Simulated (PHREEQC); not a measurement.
0.023 g of hydrous ferric oxide (600 m²/g; 0.2 weak and 0.005 strong sites per Fe, Dzombak-Morel constants, diffuse double layer) in 1 kg of water with 0.01 mol/kgw of an inert sodium salt, at 25 °C; the pH is set by adding NaOH or the inert anion's acid. O2 is buffered at 0.21 atm. The system is closed to CO2. No solid was allowed to form.

Base run: PHREEQC, ion-association model, wateq4f.dat. Each further column changes one thing. The table gives surface potential ψ (mV).

```csv
pH,base,background salt from 0.01 to 0.001 mol/kgw,oxide from 0.023 to 0.11 g/kgw,3.1e-05 mol/kgw Ag2SO4 added
3,203,234,203,133
3.67,193,221,193,131
5,152,169,152,115
5.67,125,137,125,101
6.33,95,101,95,84
7.67,24,25,24,24
8.33,-12,-13,-12,-12
9,-49,-51,-49,-48
10.33,-115,-124,-115,-100
11,-143,-155,-143,-110
```

The oxide is taken as insoluble; below pH 4 it would dissolve.
